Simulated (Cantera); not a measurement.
Premixed flame

A freely propagating, adiabatic, planar premixed flame of 24.0 % H2, 14.6 % O2, 61.4 % N2, unburnt at 598 K and 3600 Torr; mixture-averaged transport, grid criteria slope 0.08 and curve 0.16, no radiation.

Cantera simulation using the H2/O2 subset of GRI-Mech 3.0, which has no nitrogen chemistry; the numbers are that mechanism's predictions, not measurements. The hydrogen kinetics of GRI-Mech 3.0 are dated; newer H2 mechanisms differ, most at raised pressure. Burning velocities carry a grid error of a few per cent, more on coarse grids.

```tsv
z (mm)	T (K)	u (m/s)	x H2	x O2	x H2O	x H	x O	x OH
-0.190	598	4.48	0.240	0.146	<1e-8	<1e-8	<1e-8	<1e-8
-0.127	598	4.48	0.240	0.146	2.08e-7	<1e-8	<1e-8	<1e-8
-0.0950	598	4.48	0.239	0.146	1.90e-6	<1e-8	<1e-8	<1e-8
-0.0634	600	4.48	0.236	0.147	4.93e-5	<1e-8	6.19e-8	<1e-8
-0.0317	665	4.83	0.210	0.149	0.00477	5.63e-5	1.31e-5	5.43e-5
-0.0158	949	6.67	0.163	0.140	0.0379	0.00211	0.000373	0.000917
0	1363	9.36	0.0974	0.106	0.112	0.0105	0.00298	0.00332
0.0158	1660	11.3	0.0479	0.0677	0.179	0.0167	0.00633	0.00807
0.0317	1826	12.4	0.0278	0.0489	0.210	0.0158	0.00743	0.0117
0.0634	1994	13.4	0.0179	0.0391	0.229	0.0103	0.00625	0.0137
0.127	2132	14.2	0.0121	0.0353	0.242	0.00495	0.00384	0.0127
0.253	2228	14.8	0.00698	0.0330	0.253	0.00191	0.00201	0.0102
0.507	2283	15.1	0.00350	0.0321	0.260	0.000640	0.000968	0.00755
```
x: mole fraction of selected species; z is measured from the peak of heat release.

```
Property                     Result
------------------------  ---------
laminar burning velocity   449 cm/s
thermal thickness         0.0634 mm
peak x(H)                    0.0170
peak x(O)                   0.00745
peak x(OH)                   0.0137
grid points                     110
```
